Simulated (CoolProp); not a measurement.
Vapour-liquid equilibrium of CHF3 (R23) (1) + R152A (2) at -14.65 °C; x and y are mole fractions of (1).

Values from CoolProp's multi-fluid Helmholtz-energy mixture model, Penoncello 2003 and Outcalt 1996; pair parameters Bell 2016.

```tsv
x	bubble pressure, mixture model (MPa)	bubble pressure, Raoult's law (MPa)	y, mixture model	y, Raoult's law
0.05	0.2083	0.2255	0.297	0.365
0.2	0.3930	0.4494	0.667	0.732
0.35	0.5944	0.6733	0.810	0.854
0.5	0.8105	0.8973	0.885	0.916
0.65	1.040	1.121	0.932	0.953
0.8	1.283	1.345	0.965	0.978
0.95	1.548	1.569	0.992	0.995
```

The largest gap from Raoult's law is -12.6 % in bubble pressure, at x = 0.2. No azeotrope shows between x = 0.05 and 0.95.

Pair parameters are fitted to limited data, so mixtures are less certain than the pure fluids.
